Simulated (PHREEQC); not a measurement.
Consider water at 25 °C with 0.06 mol/kgw HNO3, 0.024 mol/kgw K2SO4 and 9.1e-05 mol/kgw H3BO3. Closed to the air; pH follows from the charge balance.

Model: ion-association model, phreeqc.dat, run in PHREEQC.

No solid was allowed to form.

Problem. Order these S species by the share of S that they hold, largest first: SO4-2, KSO4-, HSO4-.

Solution. HSO4- (61 %), SO4-2 (35 %), KSO4- (4.2 %)

The pH is 1.43 and the ionic strength 0.101 mol/kgw. Complexes and solids missing from the database can't appear.
